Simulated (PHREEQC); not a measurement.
Solution (94 °C): 0.72 mol Na2SO4, 0.01 mol K2SO4 and 1.1 mol LiCl per kg of water. Closed to the air; pH follows from the charge balance.

Model: ion-association model, wateq4f.dat, run in PHREEQC.

This is a speciation only: nothing precipitates in the calculation.

Question: Order these S species by the share of S that they hold, largest first: NaSO4-, LiSO4-, SO4-2, KSO4-.

Answer: SO4-2 (45 %), NaSO4- (39 %), LiSO4- (16 %), KSO4- (0.82 %)

The ionic strength is 2.48 mol/kgw. Ionic strength above about 0.7 mol/kgw puts this run outside the model's range. Constants without temperature data keep their 25 °C values here.
